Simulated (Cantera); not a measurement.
Feed: 1 mol Al, 10 mol NH3, 260 mol N2, 4.4 mol HCl, equilibrated at 1075 K and 1200 Pa.

Equilibrium computed with Cantera from the NASA thermochemical tables; the gas is ideal and each condensed phase is pure. Candidate condensed phases: Al, AlCl3, AlN, NH4Cl; 20 gas species. Kinetics and transport are ignored.

Base state: N2 0.932, H2 0.0549, HCl 0.0113, AlCl3 0.00139 (mole fractions); condensed: AlN(s).

Question: What changes in the equilibrium state with this change: temperature from 1075 K to 1950 K?

Answer: 
| species | before | after |
|---|---|---|
| N2 | 0.932 | 0.929 |
| H2 | 0.0549 | 0.0534 |
| HCl | 0.0113 | 0.0114 |
| AlCl | 4.05e-8 | 0.00339 |
| H | 3.14e-8 | 0.00242 |
| Cl | 5.85e-9 | 0.000388 |
| Al | <1e-9 | 1.21e-5 |
| AlN(s), mol | 0.605 | 0 |
The tables' values for AlCl2 are old estimates; treat these amounts as uncertain.
